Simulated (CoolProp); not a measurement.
Vapour-liquid equilibrium of benzene (1) + ethylbenzene (2) at 1.29 MPa; x and y are mole fractions of (1).

Model: multi-fluid Helmholtz-energy mixture model, Thol 2012 and Zhou 2012; pair parameters Bell 2016, in CoolProp.

```json
[
 {"x": "0.05", "bubble temperature (°C)": "261.1", "y at the bubble point": "0.091", "dew temperature at overall composition x (°C)": "263.0", "liquid density (mol/L)": "5.825"},
 {"x": "0.125", "bubble temperature (°C)": "254.8", "y at the bubble point": "0.219", "dew temperature at overall composition x (°C)": "259.5", "liquid density (mol/L)": "6.017"},
 {"x": "0.2", "bubble temperature (°C)": "248.6", "y at the bubble point": "0.336", "dew temperature at overall composition x (°C)": "255.8", "liquid density (mol/L)": "6.213"},
 {"x": "0.275", "bubble temperature (°C)": "242.5", "y at the bubble point": "0.442", "dew temperature at overall composition x (°C)": "251.9", "liquid density (mol/L)": "6.414"},
 {"x": "0.35", "bubble temperature (°C)": "236.6", "y at the bubble point": "0.537", "dew temperature at overall composition x (°C)": "247.8", "liquid density (mol/L)": "6.619"},
 {"x": "0.425", "bubble temperature (°C)": "230.8", "y at the bubble point": "0.622", "dew temperature at overall composition x (°C)": "243.5", "liquid density (mol/L)": "6.828"},
 {"x": "0.5", "bubble temperature (°C)": "225.1", "y at the bubble point": "0.697", "dew temperature at overall composition x (°C)": "238.9", "liquid density (mol/L)": "7.041"},
 {"x": "0.575", "bubble temperature (°C)": "219.7", "y at the bubble point": "0.763", "dew temperature at overall composition x (°C)": "234.0", "liquid density (mol/L)": "7.259"},
 {"x": "0.65", "bubble temperature (°C)": "214.5", "y at the bubble point": "0.821", "dew temperature at overall composition x (°C)": "228.7", "liquid density (mol/L)": "7.480"},
 {"x": "0.725", "bubble temperature (°C)": "209.5", "y at the bubble point": "0.871", "dew temperature at overall composition x (°C)": "222.9", "liquid density (mol/L)": "7.705"},
 {"x": "0.8", "bubble temperature (°C)": "204.8", "y at the bubble point": "0.914", "dew temperature at overall composition x (°C)": "216.5", "liquid density (mol/L)": "7.933"},
 {"x": "0.875", "bubble temperature (°C)": "200.3", "y at the bubble point": "0.951", "dew temperature at overall composition x (°C)": "209.1", "liquid density (mol/L)": "8.163"},
 {"x": "0.95", "bubble temperature (°C)": "196.0", "y at the bubble point": "0.982", "dew temperature at overall composition x (°C)": "200.4", "liquid density (mol/L)": "8.397"}
]
```

No azeotrope shows between x = 0.05 and 0.95.

The pair parameters rest on a limited set of measurements; away from them the model extrapolates.
